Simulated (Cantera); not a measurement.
Charge: 1 mol SiCl₄, 0.64 mol C₃H₈, 5 mol H₂, held at 13.3 mbar.

Cantera equilibrium calculation (NASA polynomials, part measured and part estimated; ideal gas, pure solids and liquids). Candidate condensed phases: C, C₆H₆, C₇H₈, C₈H₁₈, Si, SiC; 109 gas species. The tables' values for SiCl, SiCl₃ are old estimates; treat these amounts as uncertain. Gases not in the tables: Si₂H₆ and higher silanes. The numbers say what is thermodynamically allowed, not how fast it happens.

Task: At 2175 K, list the 6 most abundant gas species with their mole fractions, and the condensed phases.

Result: H₂ 0.591, HCl 0.323, SiCl₂ 0.0347, H 0.0325, Cl 0.0130, Si 0.00215. Condensed: C(graphite) + SiC(s).
